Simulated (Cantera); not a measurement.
# Premixed flame

A freely propagating, adiabatic, planar premixed flame of 10.9 % CH4, 1.64 % C2H6, 23.0 % O2, 64.4 % N2, equivalence ratio 1.2, unburnt at 375 K and 0.430 bar; mixture-averaged transport, grid criteria slope 0.08 and curve 0.16, no radiation.

Computed with Cantera and GRI-Mech 3.0 (53 species, 325 reactions). Burning velocities carry a grid error of a few per cent, more on coarse grids.

| z (mm) | T (K) | u (m/s) | x CH4 | x C2H6 | x O2 | x H | x NO2 | x CH2 |
|---|---|---|---|---|---|---|---|---|
| -1.82 | 375 | 0.978 | 0.109 | 0.0164 | 0.230 | <1e-8 | <1e-8 | <1e-8 |
| -1.21 | 376 | 0.981 | 0.109 | 0.0164 | 0.229 | <1e-8 | <1e-8 | <1e-8 |
| -0.910 | 380 | 0.997 | 0.108 | 0.0163 | 0.228 | <1e-8 | <1e-8 | <1e-8 |
| -0.607 | 444 | 1.18 | 0.104 | 0.0160 | 0.222 | 5.92e-7 | 7.25e-8 | <1e-8 |
| -0.303 | 982 | 2.69 | 0.0743 | 0.0120 | 0.177 | 0.000250 | 6.24e-8 | 6.94e-7 |
| -0.152 | 1477 | 4.13 | 0.0415 | 0.00480 | 0.123 | 0.00163 | 2.60e-8 | 2.54e-5 |
| 0 | 1896 | 5.39 | 0.0115 | 0.000286 | 0.0651 | 0.00617 | <1e-8 | 0.000132 |
| 0.152 | 2085 | 5.95 | 0.00134 | 1.89e-6 | 0.0304 | 0.0117 | <1e-8 | 7.32e-5 |
| 0.303 | 2133 | 6.07 | 9.11e-5 | <1e-8 | 0.0165 | 0.0151 | <1e-8 | 9.16e-6 |
| 0.607 | 2158 | 6.11 | 3.30e-7 | <1e-8 | 0.00978 | 0.0169 | <1e-8 | 4.53e-8 |
| 1.21 | 2184 | 6.16 | <1e-8 | <1e-8 | 0.00808 | 0.0163 | <1e-8 | <1e-8 |
| 2.43 | 2220 | 6.25 | <1e-8 | <1e-8 | 0.00704 | 0.0144 | <1e-8 | <1e-8 |
| 4.85 | 2270 | 6.36 | <1e-8 | <1e-8 | 0.00571 | 0.0117 | <1e-8 | <1e-8 |
x: mole fraction of selected species; z is measured from the peak of heat release.

laminar burning velocity: 97.7 cm/s
thermal thickness: 0.607 mm
peak x(H): 0.0169
peak x(CH2): 0.000138
grid points: 155
